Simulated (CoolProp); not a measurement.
A single-stage vapour-compression cycle with isohexane: evaporating at 295.15 K (dew point), condensing at 362.15 K (bubble point), superheat 2 K, subcooling 5 K, compressor efficiency 0.65, no pressure losses. Each further row changes one setting.

Values from CoolProp's reference Helmholtz-energy equation of state, Lemmon 2006. It is a short technical equation, of lower accuracy than the large ones.

```tsv
case	cooling COP	pressure ratio	discharge temperature (K)	refrigerating effect (kJ/kg)	volumetric capacity (kJ/m³)
as stated	…	9.36	362.2	205	181
evaporating temperature 300.15 K	2.37	7.61	362.2	…	…
condensing temperature 357.15 K	2.35	8.19	357.1	218	192
subcooling 10 K	2.22	9.36	362.2	218	192
superheat 12 K	2.15	9.36	…	222	…
compressor efficiency 0.55	1.77	9.36	366.0	205	181
```

Some entries are withheld; supply them.


- as stated, cooling COP: 2.09
- evaporating temperature 300.15 K, refrigerating effect (kJ/kg): 213
- evaporating temperature 300.15 K, volumetric capacity (kJ/m³): 229
- superheat 12 K, discharge temperature (K): 368.0
- superheat 12 K, volumetric capacity (kJ/m³): 189

The compression ends wet for: as stated; evaporating temperature 300.15 K; condensing temperature 357.15 K; subcooling 10 K.
